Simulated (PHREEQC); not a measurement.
1.5 g of hydrous ferric oxide (600 m²/g; 0.2 weak and 0.005 strong sites per Fe, Dzombak-Morel constants, diffuse double layer) in 1 kg of water with 0.01 mol/kgw of an inert sodium salt and 0.22 mmol/kgw NaF, at 25 °C; the pH is set by adding NaOH or the inert anion's acid. O2 is buffered at 0.21 atm. No CO2 enters from the air. Precipitation was switched off in this run.

The series has 13 steps of pH, from 3 to 11.

All values are PHREEQC results (ion-association model, wateq4f.dat), not measurements.

Q: Near which pH is half of the F sorbed, and on which side is more sorbed?

A: Near pH 7.0, with more sorbed at lower pH.

Species that the database lacks are ignored. The oxide is taken as insoluble; below pH 4 it would dissolve.
